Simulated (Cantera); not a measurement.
**Ignition delay**

Mixture: H2 : O2 : N2 : H2O = 1 : 0.714 : 2.69 : 0.17 (molar parts), at 2780 Torr, adiabatic and at constant pressure. Ignition delay is the time to a rise of 400 K.

Cantera simulation using GRI-Mech 3.0 (53 species, 325 reactions); the numbers are that mechanism's predictions, not measurements. The hydrogen kinetics of GRI-Mech 3.0 are dated; newer H2 mechanisms differ, most at raised pressure. Where the delays flatten at high temperature, the 400 K rule measures the pace of heat release, not the induction time.

```csv
T0 (K),delay (ms)
1173,0.0356
1248,0.0142
1323,0.00863
1398,0.00609
1473,0.00467
1548,0.00381
```
